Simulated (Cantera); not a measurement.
Feed: 1 mol CCl4, 0.022 mol HCl, 0.2 mol H2, 0.11 mol CH4, at 0.0270 Torr.

Method: chemical equilibrium by Gibbs-energy minimisation in Cantera with the NASA 1993 tables (ideal gas, pure condensed phases). Candidate condensed phases: C, C6H6, C7H8, C8H18; 91 gas species. Kinetics and transport are ignored. All values below are at 1975 K.

Base state: Cl 0.790, HCl 0.198, H 0.00976, H2 0.00183, Cl2 5.01e-5 (mole fractions); condensed: C(graphite).

**Question.** What changes in the equilibrium state with this change: CCl4 replaced by CH3F?

**Answer.** 
```csv
species,before,after
H2,0.00183,0.459
HF,0,0.377
H,0.00976,0.155
Cl,0.790,0.00167
HCl,0.198,0.00664
Cl2,5.01e-5,<1e-9
F,0,4.71e-5
C2H2 (acetylene),1.19e-6,0.000298
"C(graphite), mol",1.11,1.11
```
